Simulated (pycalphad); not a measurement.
All values are pycalphad results on the COST 507 light-alloy database (1999) (1 atm), not direct measurements. The database dates from 1999; later assessments differ in places, in temperatures and in the compounds included.

### Question
Which phases does Ti-79 at.% W hold at 3347 K, with what compositions and amounts?

### Answer
LIQUID with 70.9 at.% W and BCC_A2 with 93.7 at.% W. The lever rule gives (79 − 70.9)/(93.7 − 70.9) = 0.35 of BCC_A2 and 0.65 of LIQUID.

### Question
Which phases does Ti-53 at.% W hold at 667 K, with what compositions and amounts?

### Answer
HCP_A3 with 0.01 at.% W and BCC_A2 with 81.5 at.% W. The lever rule gives (53 − 0.0)/(81.5 − 0.0) = 0.65 of BCC_A2 and 0.35 of HCP_A3.

### Question
Which phases does Ti-50 at.% W hold at 723 K, with what compositions and amounts?

### Answer
HCP_A3 with 0.02 at.% W and BCC_A2 with 79.7 at.% W. The lever rule gives (50 − 0.0)/(79.7 − 0.0) = 0.63 of BCC_A2 and 0.37 of HCP_A3.

### Question
Which phases does Ti-25 at.% W hold at 2231 K, with what compositions and amounts?

### Answer
LIQUID with 7.3 at.% W and BCC_A2 with 30.6 at.% W. The lever rule gives (25 − 7.3)/(30.6 − 7.3) = 0.76 of BCC_A2 and 0.24 of LIQUID.

BCC_A2 is bcc; HCP_A3 is hcp.
